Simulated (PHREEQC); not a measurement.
Solution (30 °C): 0.0017 mol/kgw Na2S and 5.7e-05 mol/kgw MnCl2. Closed to the air; pH follows from the charge balance.

All values are PHREEQC results (ion-association model, wateq4f.dat), not measurements.

No solid was allowed to form.

Question: Order these Mn species by the share of Mn that they hold, largest first: Mn+2, Mn(OH)3-, MnOH+.

Answer: MnOH+ (77 %), Mn+2 (23 %), Mn(OH)3- (0.35 %)

The pH is 11.02 and the ionic strength 0.00352 mol/kgw. Saturation is exceeded, for instance for Pyrochroite; the values hold only as long as no solid forms. Complexes and solids missing from the database can't appear. The polysulfide entries of wateq4f.dat were taken out for this run.
